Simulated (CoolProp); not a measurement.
Vapour-liquid equilibrium of R125 (1) + cyclopropane (2) at 1440 kPa; x and y are mole fractions of (1).

Computed with CoolProp (multi-fluid Helmholtz-energy mixture model, Lemmon 2005 and Polt 1992; pair parameters Bell 2016). This equation is an older, rougher fit; its heat capacities, sound speeds and derivatives of the liquid may be far off and weren't checked against measurements.

| x | bubble temperature, mixture model (°C) | bubble temperature, Raoult's law (°C) | y, mixture model | y, Raoult's law |
|---|---|---|---|---|
| 0.05 | 46.3 | 51.0 | 0.154 | 0.090 |
| 0.125 | 39.3 | 48.3 | 0.307 | 0.212 |
| 0.2 | 34.9 | 45.8 | 0.406 | 0.320 |
| 0.275 | 31.9 | 43.5 | 0.473 | 0.417 |
| 0.35 | 29.9 | 41.3 | 0.525 | 0.504 |
| 0.425 | 28.4 | 39.3 | 0.569 | 0.583 |
| 0.5 | 27.2 | 37.3 | 0.610 | 0.654 |
| 0.575 | 26.4 | 35.5 | 0.650 | 0.719 |
| 0.65 | 25.8 | 33.8 | 0.694 | 0.778 |
| 0.725 | 25.4 | 32.1 | 0.742 | 0.833 |
| 0.8 | 25.3 | 30.5 | 0.798 | 0.883 |
| 0.875 | 25.5 | 29.0 | 0.863 | 0.930 |
| 0.95 | 26.1 | 27.6 | 0.941 | 0.973 |

The largest gap from Raoult's law is -11.6 K in bubble temperature, at x = 0.275. y crosses x between x = 0.725 and 0.8: the model has an azeotrope there.

Pair parameters are fitted to limited data, so mixtures are less certain than the pure fluids.
